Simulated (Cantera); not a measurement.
Charge: 1 mol SiCl4, 0.83 mol HCl, 16 mol H2, held at 0.120 bar.

Method: chemical equilibrium by Gibbs-energy minimisation in Cantera with the NASA 1993 tables (ideal gas, pure condensed phases). Candidate condensed phases: Si; 19 gas species. The tables' values for SiCl3 are old estimates; treat these amounts as uncertain. Rates play no part.

log p: log10 of the partial pressure in bar; nothing condenses.

| T (°C) | log p H2 | log p HCl | log p SiCl4 | log p SiCl2 | log p SiHCl3 | log p SiCl3 |
|---|---|---|---|---|---|---|
| 377 | -0.97 | -2.25 | -2.17 | <-12 | -4.98 | -9.27 |
| 477 | -0.97 | -2.25 | -2.18 | -10.32 | -4.24 | -7.38 |
| 577 | -0.97 | -2.24 | -2.19 | ___ | ___ | -5.96 |
| 677 | -0.97 | -2.21 | -2.21 | ___ | ___ | -4.87 |
| 777 | -0.97 | -2.17 | -2.25 | -4.57 | -3.03 | -4.04 |
| 877 | -0.98 | -2.10 | -2.33 | -3.51 | -2.89 | -3.44 |
| 977 | -0.99 | -1.98 | -2.49 | -2.85 | -2.94 | -3.10 |
| 1077 | -1.00 | -1.87 | -2.80 | -2.49 | -3.18 | -3.00 |
| 1177 | -1.01 | -1.80 | -3.26 | -2.32 | -3.54 | -3.07 |

Q: What belongs in the gaps?

A: 
- 577, log p SiCl2: -7.88
- 577, log p SiHCl3: -3.70
- 677, log p SiCl2: -6.01
- 677, log p SiHCl3: -3.30
